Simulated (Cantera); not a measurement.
Charge: 1 mol FeS, 210 mol H₂, 12 mol N₂, at 0.0550 bar.

Method: chemical equilibrium by Gibbs-energy minimisation in Cantera with the NASA 1993 tables (ideal gas, pure condensed phases). Candidate condensed phases: Fe, FeS, FeS₂, S; 16 gas species. Kinetics and transport are ignored. All values below are at 1773 K.

Base state: H₂ 0.940, N₂ 0.0540, H₂S 0.00356, H 0.00118, SH 0.000534, Fe 0.000360, S₂ 0.000185, S 3.45e-5 (mole fractions); condensed: Fe(δ).

What changes in the equilibrium state with this change: pressure from 0.0550 bar to 0.0300 bar?


| species | before | after |
|---|---|---|
| H₂ | 0.940 | 0.940 |
| N₂ | 0.0540 | 0.0539 |
| H₂S | 0.00356 | 0.00322 |
| H | 0.00118 | 0.00159 |
| Fe | 0.000360 | 0.000659 |
| S | 3.45e-5 | 5.74e-5 |
| S₂ | 0.000185 | 0.000279 |
| Fe(δ), mol | 0.920 | 0.853 |
